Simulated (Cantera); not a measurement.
Input (Python, Cantera) and output of one run.

```python
import numpy as np
import cantera as ct

gas_names = """
    N NO NO2 NO3 N2 N2O O O2 O3 Si SiN SiO SiO2 Si2 Si2N Si3
""".split()
cond_names = """
    Si(cr) Si(L) SiO2(Lqz) SiO2(hqz) SiO2(L) Si2N2O(s) Si3N4(a)
""".split()


# ... load() reads the species with a 1 bar reference pressure and builds the phases ...
atoms = {
    'Si3N4': {'Si': 3, 'N': 4},
    'O2': {'O': 2},
    'N2': {'N': 2},
}
top_T = {'Si2N2O(s)': 2100, 'Si3N4(a)': 2400}  # K; cautious upper limits of use, not melting points


# ... equilibrate(T, P, feed) seeds the gas with the atoms and calls Mixture.equilibrate('TP', solver="vcs", rtol=1e-11, max_steps=5000) ...
results = []
feed = {'Si3N4': 1, 'O2': 0.072, 'N2': 35}  # mol
P = 16000  # Pa
for T in [900, 1000, 1100, 1200, 1300, 1400, 1500, 1600, 1700, 1800, 1900, 2000]:
    mix = equilibrate(T, P, feed)
    results.append((T, P, feed, dict(zip(mix.species_names, mix.species_moles))))

top = {s: max(r[3][s] / sum(r[3][g] for g in gas_names) for r in results) for s in gas_names}
cols = sorted((s for s in top if top[s] > 0.001), key=lambda s: -top[s])[:6]
seen = [c for c in cond_names if any(r[3].get(c, 0) > 1e-12 for r in results)]
print("log10 of partial pressures in bar; condensed amounts in mol")
print(f"{'T/K':>10s}" + "".join(f"{s[:9]:>10s}" for s in cols + seen))
for T, P, feed, n in results:
    ng = sum(n[g] for g in gas_names)
    print(f"{T:10.4g}" + "".join(f"{np.log10(max(n[s] / ng * P / 1e5, 1e-99)):10.3f}" for s in cols)
          + "".join(f"{n.get(c, 0):10.4g}" for c in seen))
```

It prints:

```
log10 of partial pressures in bar; condensed amounts in mol
       T/K        N2       SiO     Si(L) Si2N2O(s)  Si3N4(a)
       900    -0.796   -20.798         0     0.144     0.904
      1000    -0.796   -17.386         0     0.144     0.904
      1100    -0.796   -14.604         0     0.144     0.904
      1200    -0.796   -12.292         0     0.144     0.904
      1300    -0.796   -10.343         0     0.144     0.904
      1400    -0.796    -8.677         0     0.144     0.904
      1500    -0.796    -7.239         0     0.144     0.904
      1600    -0.796    -5.984         0    0.1438    0.9041
      1700    -0.796    -4.881         0    0.1411     0.905
      1800    -0.796    -3.904         0    0.1166    0.9131
      1900    -0.798    -3.185         0         0    0.9515
      2000    -0.798    -3.208     2.842         0         0
```

Cantera equilibrium calculation (NASA polynomials, part measured and part estimated; ideal gas, pure solids and liquids). Mutual solubility and eutectic melting of coexisting phases are not modelled. The tables' values for SiN are old estimates; treat these amounts as uncertain.
